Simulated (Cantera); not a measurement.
# Thermodynamics of carbothermic reduction, feed CuO + CH4 + H2

Charge: 1 mol CuO, 1.1 mol CH4, 1.8 mol H2, held at 1000 Pa.

Method: chemical equilibrium by Gibbs-energy minimisation in Cantera with the NASA 1993 tables (ideal gas, pure condensed phases). Candidate condensed phases: C, C6H6, C7H8, C8H18, Cu, CuO, Cu(OH)2, Cu2O, H2O; 113 gas species. Equilibrium is a limit: real reactors are often held back by kinetics, nucleation or transport.

From 602 °C to 1002 °C the condensed part is C(graphite) + Cu(s). From 1202 °C to 1602 °C the condensed part is C(graphite) + Cu(l). At 1802 °C the condensed part is C(graphite).

```tsv
T (°C)	x H2	x CO	x Cu	x H	x H2O	n C(graphite)	n Cu(s)	n Cu(l)
602	0.798	0.189	5.03e-12	4.48e-10	0.00614	0.135	1.00	0
802	0.800	0.200	2.55e-8	1.31e-7	0.000202	0.0998	1.00	0
1002	0.800	0.200	8.66e-6	6.59e-6	1.87e-5	0.0998	1.000	0
1202	0.799	0.200	0.000536	0.000116	3.30e-6	0.0999	0	0.997
1402	0.790	0.198	0.0114	0.00103	8.68e-7	0.0995	0	0.942
1602	0.695	0.175	0.124	0.00547	2.42e-7	0.0975	0	0.284
1802	0.648	0.165	0.165	0.0214	9.40e-8	0.0902	0	0
```
x: gas mole fraction; n: condensed amount in mol.
